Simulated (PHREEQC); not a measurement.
Consider water at 25 °C with 0.081 mol/kgw SrBr2. Closed to the air; pH follows from the charge balance.

Model: ion-association model, phreeqc.dat, run in PHREEQC.

```
Item                          Value
--------------------  -------------
ionic strength        0.243 mol/kgw
specific conductance    15200 µS/cm
density                 1.014 g/cm³
```

```tsv
species	molality	activity	log γ
Br-	0.162	0.110	-0.169
Sr+2	0.0810	0.0248	-0.514
H+	1.44e-7	1.14e-7	-0.102
OH-	1.28e-7	8.87e-8	-0.160
SrOH+	1.54e-8	1.12e-8	-0.139
```

Precipitation was switched off in this run.
